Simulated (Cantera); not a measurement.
## Counterflow diffusion flame

A counterflow diffusion flame at 825 Torr, nozzles 20 mm apart: fuel side 100 % H2 at 375 K, oxidiser side 23.0 % O2, 77.0 % N2 at 823 K, fuel mass flux 0.43 times the oxidiser's; mixture-averaged transport, no radiation.

Cantera simulation using the H2/O2 subset of GRI-Mech 3.0, which has no nitrogen chemistry; the numbers are that mechanism's predictions, not measurements. The maximum strain rate includes the flame's own expansion and is several times the mean.

| oxidiser flux (kg/m²/s) | max strain (1/s) | mean strain (1/s) | T max (K) | peak x OH | peak x H | peak x H2O | peak x HO2 |
|---|---|---|---|---|---|---|---|
| 0.66 | 943 | 270 | 2652 | 0.0291 | 0.0232 | 0.284 | 3.56e-5 |
| 0.93 | 1310 | 381 | 2607 | 0.0292 | 0.0253 | 0.281 | 4.44e-5 |
| 1.3 | 1810 | 533 | 2549 | 0.0289 | 0.0275 | 0.278 | 5.35e-5 |
| 1.9 | 2610 | 779 | 2490 | 0.0290 | 0.0310 | 0.275 | 6.48e-5 |
| 2.6 | 3560 | 1070 | 2430 | 0.0288 | 0.0343 | 0.272 | 7.61e-5 |
| 3.7 | 5040 | 1520 | 2359 | 0.0282 | 0.0384 | 0.269 | 8.89e-5 |
| 5.3 | 7170 | 2170 | 2274 | 0.0271 | 0.0425 | 0.266 | 0.000101 |
| 7.5 | 10100 | 3070 | 2197 | 0.0259 | 0.0467 | 0.263 | 0.000113 |
x: mole fraction; the columns are a selection and need not sum to one.
